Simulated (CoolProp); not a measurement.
A single-stage vapour-compression cycle with the fluid: evaporating at 224.15 K (dew point), condensing at 259.15 K (bubble point), superheat 0 K, subcooling 8 K, compressor efficiency 0.75, no pressure losses. The same conditions are run with several fluids, on thermodynamics alone (safety and materials aside).

Computed with CoolProp (reference Helmholtz-energy equation of state of each fluid (propylene: Lemmon 2013; R227EA: Lemmon 2016; CH3F (R41): Lemmon 2006; R407C: Lemmon 2003; R115: Lemmon 2016; CH2F2 (R32): Tillner-Roth 1997)). Blends and air are pseudo-pure fits.

```
fluid        cooling COP  pressure ratio  discharge temperature (K)  refrigerating effect (kJ/kg)  volumetric capacity (kJ/m³)
-----------  -----------  --------------  -------------------------  ----------------------------  ---------------------------
propylene           4.42            3.95                      290.5                           380                          845
R227EA              4.38            5.83                      264.4                           117                          208
CH3F (R41)          4.18            3.38                      314.1                           382                         3140
R407C               3.58            6.60                      306.1                           213                          537
R115                4.35            4.32                      265.4                           103                          566
CH2F2 (R32)         4.28            4.37                      324.7                           335                         1130
```
